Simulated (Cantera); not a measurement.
**Equilibrium for metals in furnace atmospheres: Al + O2 + H2**

Feed: 1 mol Al, 0.066 mol O2, 5.6 mol H2, equilibrated at 0.100 bar.

Method: chemical equilibrium by Gibbs-energy minimisation in Cantera with the NASA 1993 tables (ideal gas, pure condensed phases). Candidate condensed phases: Al, Al2O3, H2O; 19 gas species. Mutual solubility and eutectic melting of coexisting phases are not modelled. The numbers say what is thermodynamically allowed, not how fast it happens.

```tsv
T (°C)	x H2	x Al2O	x Al	x AlH	n Al(s)	n Al2O3(s)	n Al(l)
425	1.00	<1e-12	<1e-12	<1e-12	0.912	0.0440	0
525	1.00	<1e-12	<1e-12	1.78e-12	0.912	0.0440	0
625	1.00	<1e-12	6.57e-12	1.25e-10	0.912	0.0440	0
725	1.00	1.92e-11	4.70e-10	3.38e-9	0	0.0440	0.912
825	1.00	1.33e-9	1.46e-8	4.71e-8	0	0.0440	0.912
925	1.000	4.41e-8	2.52e-7	4.20e-7	0	0.0440	0.912
1025	1.000	8.41e-7	2.79e-6	2.64e-6	0	0.0440	0.912
1125	1.000	1.03e-5	2.17e-5	1.27e-5	0	0.0440	0.912
1225	1.000	8.96e-5	0.000128	4.91e-5	0	0.0438	0.910
1325	0.998	0.000586	0.000599	0.000160	0	0.0429	0.903
1425	0.994	0.00303	0.00233	0.000448	0	0.0383	0.874
1525	0.977	0.0130	0.00776	0.00111	0	0.0192	0.762
```
x: gas mole fraction; n: condensed amount in mol.

From 425 °C to 625 °C the condensed part is Al(s) + Al2O3(s). From 725 °C to 1525 °C the condensed part is Al(l) + Al2O3(s).
